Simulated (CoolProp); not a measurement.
Properties of toluene along the isotherm 620 K.

Computed with CoolProp (reference Helmholtz-energy equation of state, Lemmon 2006). It is a short technical equation, of lower accuracy than the large ones.

```tsv
p (MPa)	phase	speed of sound (m/s)	expansivity (1/kK)	Prandtl number	fugacity coefficient
0.00652	gas	241.5	1.616	0.710	0.9995
0.00958	gas	241.4	1.617	0.710	0.9993
0.0141	gas	241.4	1.619	0.710	0.9989
0.0206	gas	241.2	1.621	0.710	0.9984
0.0303	gas	241.1	1.625	0.710	0.9977
0.0444	gas	240.8	1.631	0.711	0.9966
0.0652	gas	240.5	1.640	0.711	0.9950
0.0958	gas	240.0	1.652	0.712	0.9927
0.141	gas	239.2	1.672	0.712	0.9893
0.206	gas	238.1	1.700	0.714	0.9843
0.303	gas	236.4	1.743	0.716	0.9770
0.444	gas	234.0	1.810	0.719	0.9664
0.652	gas	230.3	1.916	0.723	0.9508
0.958	gas	224.7	2.092	0.732	0.9281
1.41	gas	216.1	2.404	0.746	0.8950
2.06	gas	202.9	3.006	0.772	0.8482
```

Viscosity comes from a separate model (Avgeri 2015). Thermal conductivity comes from a separate model (Assael 2012).
